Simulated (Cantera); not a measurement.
A freely propagating, adiabatic, planar premixed flame of CO : H₂ : CH₄ : O₂ : N₂ = 1 : 0.073 : 0.096 : 0.759 : 1.97 (molar parts), equivalence ratio 0.96, unburnt at 500 K and 9.87 atm; mixture-averaged transport, grid criteria slope 0.08 and curve 0.16, no radiation.

Computed with Cantera and GRI-Mech 3.0 (53 species, 325 reactions). Burning velocities carry a grid error of a few per cent, more on coarse grids.

Problem. How do the results move with these cheaper or finer settings: unity-Lewis-number transport; multicomponent transport; multicomponent+Soret transport; grid criteria slope 0.5, curve 1; grid criteria slope 0.25, curve 0.5; grid criteria slope 0.03, curve 0.06?

Solution. 
```tsv
setting	laminar burning velocity	thermal thickness	peak x(C₂H₄)	peak x(C₂H)	grid points
as above	111 cm/s	0.0395 mm	6.36e-6	<1e-8	148
unity-Lewis-number transport	94.1 cm/s	0.0394 mm	5.97e-6	<1e-8	141
multicomponent transport	111 cm/s	0.0398 mm	6.42e-6	<1e-8	148
multicomponent+Soret transport	108 cm/s	0.0403 mm	6.16e-6	<1e-8	148
grid criteria slope 0.5, curve 1	115 cm/s	0.0437 mm	6.34e-6	<1e-8	42
grid criteria slope 0.25, curve 0.5	114 cm/s	0.0413 mm	6.31e-6	<1e-8	60
grid criteria slope 0.03, curve 0.06	110 cm/s	0.0389 mm	6.36e-6	<1e-8	326
```
The base run took about 7 core-seconds (a rough figure).
Unity Lewis numbers drop preferential diffusion, which matters most where H2 and H carry the flame; Soret adds thermal diffusion.
